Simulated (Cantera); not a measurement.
What does this Cantera script print?

```python
import numpy as np
import cantera as ct

gas_names = """
    CL CL2 H HCL H2 N NH NH2 NH3 N2 N2H2 N2H4 Si SiCL SiCL2 SiCL3 SiCL4 SiH SiHCL3 SiH2 SiH2CL2 SiH3
    SiH3CL SiH4 SiN Si2 Si2N Si3
""".split()
cond_names = """
    NH4CL(a) NH4CL(b) Si(cr) Si(L) Si3N4(a)
""".split()


def load(file, names, dense=False):
    # The tables refer to 1 bar. Condensed volumes are neglected.
    table = {s.name: s for s in ct.Species.list_from_file(file)}
    out = []
    for n in names:
        d = dict(table[n].input_data)
        d["thermo"] = dict(d["thermo"], **{"reference-pressure": 1e5})
        if dense:
            d["equation-of-state"] = {"model": "constant-volume", "density": "1e6 g/cm^3"}
        out.append(ct.Species.from_dict(d))
    return out


gas = ct.Solution(thermo="ideal-gas", species=load("nasa_gas.yaml", gas_names))
cond = {s.name: ct.Solution(thermo="fixed-stoichiometry", species=[s], name=s.name)
        for s in load("nasa_condensed.yaml", cond_names, dense=True)}
atoms = {
    'SiHCl3': {'Si': 1, 'H': 1, 'CL': 3},
    'Cl2': {'CL': 2},
    'N2': {'N': 2},
}
top_T = {'Si3N4(a)': 2400}  # K; cautious upper limits of use, not melting points


def equilibrate(T, P, feed):
    n = {}
    for name, mol in feed.items():
        for a, k in atoms[name].items():
            n[a] = n.get(a, 0.0) + k * mol
    gas.TPX = T, P, n
    mass = sum(n.values()) * gas.mean_molecular_weight
    gas.equilibrate("TP")
    valid = [c for c in cond.values() if c.min_temp <= T <= top_T.get(c.name, c.max_temp)]
    mix = ct.Mixture([(gas, mass / gas.mean_molecular_weight)] + [(c, 0.0) for c in valid])
    mix.T, mix.P = T, P
    mix.equilibrate("TP", solver="vcs", rtol=1e-11, max_steps=5000)
    return mix


results = []
feed = {'SiHCl3': 1, 'Cl2': 0.014, 'N2': 110}  # mol
T = 1273.15  # K
P = 1000  # Pa
mix = equilibrate(T, P, feed)
results.append((T, P, feed, dict(zip(mix.species_names, mix.species_moles))))
x = sorted(zip(gas.X, gas.species_names), reverse=True)
print(f"T = {T:g} K  P = {P:g} Pa  gas = {mix.phase_moles(0):.4g} mol")
print("   x: " + "  ".join(f"{s} {v:.3e}" for v, s in x if v > 1e-05))
print("   condensed (mol): " + ("  ".join(f"{mix.phase(i).name} {mix.phase_moles(i):.4g}"
      for i in range(1, mix.n_phases) if mix.phase_moles(i) > 1e-12) or "none"))
```

It prints:

```
T = 1273.15 K  P = 1000 Pa  gas = 111.3 mol
   x: N2 9.860e-01  HCL 8.578e-03  SiCL4 3.752e-03  SiCL2 7.942e-04  SiCL3 6.744e-04  H2 2.021e-04
   condensed (mol): Si3N4(a) 0.1396
```

These are equilibrium values from Cantera (NASA tables, ideal gas, pure condensed phases), not measurements of a reactor. N2 is the only nitrogen source here; it is nearly inert below about 1500 K, so the nitride shown seldom forms there in practice. The tables' values for SiCl3 are old estimates; treat these amounts as uncertain.
